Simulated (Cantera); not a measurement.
Feed: 1 mol Si, 0.83 mol Cl2, 0.82 mol H2, equilibrated at 652 °C and 2100000 Pa.

Method: chemical equilibrium by Gibbs-energy minimisation in Cantera with the NASA 1993 tables (ideal gas, pure condensed phases). Candidate condensed phases: Si; 19 gas species. The tables' values for SiCl3 are old estimates; treat these amounts as uncertain. Kinetics and transport are ignored.

Base state: H2 0.594, SiCl4 0.214, SiHCl3 0.175, SiH2Cl2 0.0140, HCl 0.00265, SiCl3 0.000303, SiH3Cl 0.000277, SiCl2 1.70e-5 (mole fractions); condensed: Si(s).

Task: What changes in the equilibrium state with this change: temperature from 652 °C to 727 °C?

Result: 
```
species       before     after
----------  --------  --------
H2             0.594     0.593
SiCl4          0.214     0.215
SiHCl3         0.175     0.171
HCl          0.00265   0.00527
SiH2Cl2       0.0140    0.0146
SiCl2        1.70e-5   7.96e-5
SiCl3       0.000303  0.000841
Si(s), mol     0.526     0.527
```
